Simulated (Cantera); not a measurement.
Feed: 1 mol SiH2Cl2, 0.23 mol N2.

Cantera equilibrium calculation (NASA polynomials, part measured and part estimated; ideal gas, pure solids and liquids). Candidate condensed phases: NH4Cl, Si, Si3N4; 28 gas species. N2 is the only nitrogen source here; it is nearly inert below about 1500 K, so the nitride shown seldom forms there in practice. Mutual solubility and eutectic melting of coexisting phases are not modelled. The tables' values for SiCl3 are old estimates. Kinetics and transport are ignored.

**Question.** What condenses at these points (T in K, P in Pa): (1673, 21); (1298, 21); (1223, 5); (1598, 350); (1523, 85); (1223, 350)?

**Answer.** 
| T (K) | P in Pa | condensed phases | Si condensed (%) |
|---|---|---|---|
| 1673 | 21 | Si | 20.4 |
| 1298 | 21 | Si3N4 | 32.7 |
| 1223 | 5 | Si3N4 | 33.6 |
| 1598 | 350 | Si + Si3N4 | 22.0 |
| 1523 | 85 | Si + Si3N4 | 22.3 |
| 1223 | 350 | Si + Si3N4 | 42.1 |
